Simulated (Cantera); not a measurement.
An adiabatic, constant-volume homogeneous reactor starts with CH4 : O2 : N2 : H2O = 1 : 2.86 : 20.6 : 2.9 (molar parts), at 1300 K and 3.20 bar.

Cantera simulation using GRI-Mech 3.0 (53 species, 325 reactions); the numbers are that mechanism's predictions, not measurements.

Q: Predict: time of steepest temperature rise; temperature at 0.200 s; equilibrium temperature; x(O2) at 0.200 s; x(H2O) at 0.200 s; x(NO2) at 0.200 s; x(HO2) at 0.200 s.

A: 
```
Property                                                             Value
---------------------------------  ---------------------------------------
time of steepest temperature rise                                  8.04 ms
temperature at 0.200 s                                              2220 K
equilibrium temperature                                             2219 K
x(O2) at 0.200 s                     0.0290 (gas-phase equilibrium 0.0288)
x(H2O) at 0.200 s                      0.177 (gas-phase equilibrium 0.177)
x(NO2) at 0.200 s                  4.76e-6 (gas-phase equilibrium 5.12e-6)
x(HO2) at 0.200 s                  2.90e-6 (gas-phase equilibrium 2.88e-6)
```
